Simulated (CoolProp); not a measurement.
The fluid at 314.92 K and 0.663 MPa is compressed adiabatically to 1.81 MPa with isentropic efficiency 0.75. The same conditions are run with several fluids, on thermodynamics alone (safety and materials aside).

The numbers come from the reference Helmholtz-energy equation of state of each fluid (carbonyl sulfide: Lemmon 2006; fluoroethane (R161): Wu 2012; sulfur hexafluoride: Guder 2009; CF4 (R14): Platzer 1990; C2F6 (R116): Lemmon 2006) in CoolProp. The equations of Platzer and Polt are older, rougher fits.

```json
[
 {"fluid": "carbonyl sulfide", "work (kJ/kg)": "59.6", "final temperature (K)": "403.8", "final density (kg/m³)": "35.3"},
 {"fluid": "fluoroethane (R161)", "work (kJ/kg)": "69.2", "final temperature (K)": "375.3", "final density (kg/m³)": "32.4"},
 {"fluid": "sulfur hexafluoride", "work (kJ/kg)": "22.8", "final temperature (K)": "353.4", "final density (kg/m³)": "103"},
 {"fluid": "CF4 (R14)", "work (kJ/kg)": "41.6", "final temperature (K)": "373.0", "final density (kg/m³)": "52.7"},
 {"fluid": "C2F6 (R116)", "work (kJ/kg)": "24.2", "final temperature (K)": "350.5", "final density (kg/m³)": "96.4"}
]
```
